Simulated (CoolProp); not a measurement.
The numbers come from the reference Helmholtz-energy equation of state, Akasaka 2024 in CoolProp.

Q: For R1132(E), give the phase and the density (kg/m³), cp (kJ/(kg K)), speed of sound (m/s), Joule-Thomson coefficient (K/MPa) at 374.6 K and 65 bar.

A: 
- 374.6 K and 65 bar: supercritical; density 251, cp 2.82, speed of sound 166, Joule-Thomson coefficient 9.28
